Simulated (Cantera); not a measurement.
Charge: 1 mol Si, 0.037 mol O₂, 120 mol H₂, held at 1973.15 K and 1 atm.

Equilibrium computed with Cantera from the NASA thermochemical tables; the gas is ideal and each condensed phase is pure. Candidate condensed phases: H₂O, Si, SiO₂; 18 gas species. Gases not in the tables: Si₂H₆ and higher silanes. The numbers say what is thermodynamically allowed, not how fast it happens.

Task: What is the equilibrium state?

Result: 
```json
{
  "x(H₂)": "0.998",
  "x(H)": "0.00134",
  "x(SiO)": "0.000615",
  "x(SiH₂)": "9.08e-5",
  "x(Si)": "3.12e-5",
  "x(SiH)": "2.27e-5",
  "n(Si(l))": "0.908 mol",
  "gas_amount": "120.2 mol"
}
```
